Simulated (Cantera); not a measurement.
A perfectly stirred reactor is fed with C3H8 : O2 : N2 = 1 : 12.2 : 45.9 (molar parts), equivalence ratio 0.41, at 1.01 bar; it is adiabatic with a 375 K inlet, and is followed from long to short residence time, starting on the burning branch (τ in s: 0.064, 0.033, 0.017, 0.0089, 0.0046, 0.0024, 0.0012, 0.00064, 0.00033, 0.00017, 9e-05, 4.7e-05).

Model: GRI-Mech 3.0 (53 species, 325 reactions), integrated in Cantera. GRI-Mech 3.0 was tuned for natural gas; its chemistry of propane as a main component is partial and can be far from experiment.

Problem. What does this change do: pressure from 1.01 bar to 5.00 bar?

Solution. 
```tsv
quantity	before	after
blow-out, bracketed by the residence times tried	burning at 4.60 ms, out at 2.40 ms	burning at 8.90 ms, out at 4.60 ms
x(C3H8) at τ = 64.0 ms	6.92e-6	9.69e-6
x(O2) at τ = 64.0 ms	0.120	0.120
x(H2O) at τ = 64.0 ms	0.0662	0.0663
x(CH4) at τ = 64.0 ms	6.75e-7	3.30e-6
x(C2H6) at τ = 64.0 ms	5.33e-9	6.00e-8
x(C3H8) at τ = 1.20 ms	0.0169	0.0169
x(O2) at τ = 1.20 ms	0.206	0.206
x(H2O) at τ = 1.20 ms	<1e-12	<1e-12
x(CH4) at τ = 1.20 ms	<1e-12	<1e-12
x(C2H6) at τ = 1.20 ms	<1e-12	<1e-12
```
